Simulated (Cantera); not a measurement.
An isothermal, constant-pressure homogeneous reactor starts with H₂ : O₂ : N₂ = 0.024 : 1 : 0.1 (molar parts), at 1200 K and 10.00 Torr. Integrator tolerance rtol = 1e-08.

Detailed kinetics in Cantera: GRI-Mech 3.0 (53 species, 325 reactions). Radical loss at walls, strong at low pressure, is not modelled.

| quantity | before | after |
|---|---|---|
| x(H₂) at 8.00 s | 1.13e-7 (gas-phase equilibrium 2.54e-9) | 7.23e-8 (gas-phase equilibrium 8.58e-10) |
| x(O₂) at 8.00 s | 0.888 (gas-phase equilibrium 0.888) | 0.888 (gas-phase equilibrium 0.888) |
| x(H₂O₂) at 8.00 s | 1.53e-9 (gas-phase equilibrium 5.63e-11) | 1.77e-9 (gas-phase equilibrium 3.53e-11) |
| x(H) at 8.00 s | 2.52e-8 (gas-phase equilibrium 8.67e-11) | 1.42e-8 (gas-phase equilibrium 1.91e-11) |
| x(OH) at 8.00 s | 3.91e-5 (gas-phase equilibrium 5.89e-6) | 2.63e-5 (gas-phase equilibrium 2.90e-6) |
| x(NO) at 8.00 s | 3.20e-8 (gas-phase equilibrium 0.000137) | 2.46e-8 (gas-phase equilibrium 9.17e-5) |
| x(HO₂) at 8.00 s | 1.40e-8 (gas-phase equilibrium 6.24e-9) | 1.28e-8 (gas-phase equilibrium 3.50e-9) |

Q: Name the change that produced these shifts.
A) pressure from 10.00 Torr to 5.70 Torr
B) temperature 1200 to 1000 K
C) temperature 1200 to 1150 K
D) temperature 1200 to 1273 K

A: C, temperature 1200 to 1150 K
